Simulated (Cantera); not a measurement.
An adiabatic, constant-pressure homogeneous reactor starts with H2 : O2 : N2 : H2O = 2 : 0.455 : 3.41 : 0.6 (molar parts), at 975 K and 0.300 bar.

Cantera simulation using the H2/O2 subset of GRI-Mech 3.0, which has no nitrogen chemistry; the numbers are that mechanism's predictions, not measurements.

One state of this run: T (K) = 1975; x H2 = 0.181; x O2 = 3.72e-7; x H2O = 0.251; x HO2 = 1.46e-10; x O = 6.19e-7; x OH = 0.000142. x: mole fraction; the columns are a selection and need not sum to one.

Which value of t (s) does it belong to?
A. 0.00277
B. 10.0
C. 3.00e-6
D. 0.000180

B, 10.0
